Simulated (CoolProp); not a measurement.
R245fa at 226.73 K and 6.73 MPa is throttled through a valve to 1.49 MPa with no heat exchange. Each further row changes one setting.

Values from CoolProp's reference Helmholtz-energy equation of state, Akasaka 2015.

```json
[
 {"case": "as stated", "temperature change (K)": "…", "final density (kg/m³)": "1510"},
 {"case": "outlet pressure 0.447 MPa", "temperature change (K)": "…", "final density (kg/m³)": "1510"},
 {"case": "outlet pressure 1.94 MPa", "temperature change (K)": "…", "final density (kg/m³)": "…"}
]
```

**Question.** Some entries are withheld; supply them.

**Answer.** 
- as stated, temperature change (K): +1.9
- outlet pressure 0.447 MPa, temperature change (K): +2.3
- outlet pressure 1.94 MPa, temperature change (K): +1.8
- outlet pressure 1.94 MPa, final density (kg/m³): 1520
